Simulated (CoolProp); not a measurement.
Vapour-liquid equilibrium of propylene (1) + 1-butene (2) at 1.55 MPa; x and y are mole fractions of (1).

The numbers come from the multi-fluid Helmholtz-energy mixture model, Lemmon 2013 and Lemmon 2005; pair parameters Bell 2016 in CoolProp.

```
x      bubble temperature (K)  y at the bubble point  dew temperature at overall composition x (K)  liquid density (mol/L)
-----  ----------------------  ---------------------  --------------------------------------------  ----------------------
0.05                    362.0                  0.098                                         363.9                   8.841
0.125                   356.5                  0.232                                         361.0                   9.074
0.2                     351.3                  0.352                                         357.9                   9.302
0.275                   346.3                  0.457                                         354.7                   9.527
0.35                    341.6                  0.550                                         351.4                   9.747
0.425                   337.1                  0.631                                         347.9                   9.964
0.5                     333.0                  0.702                                         344.2                   10.18
0.575                   329.0                  0.764                                         340.2                   10.38
0.65                    325.3                  0.818                                         336.0                   10.59
0.725                   321.8                  0.866                                         331.5                   10.79
0.8                     318.5                  0.909                                         326.6                   10.99
0.875                   315.3                  0.946                                         321.1                   11.18
0.95                    312.4                  0.980                                         315.0                   11.37
```

No azeotrope shows between x = 0.05 and 0.95.

Pair parameters are fitted to limited data, so mixtures are less certain than the pure fluids.
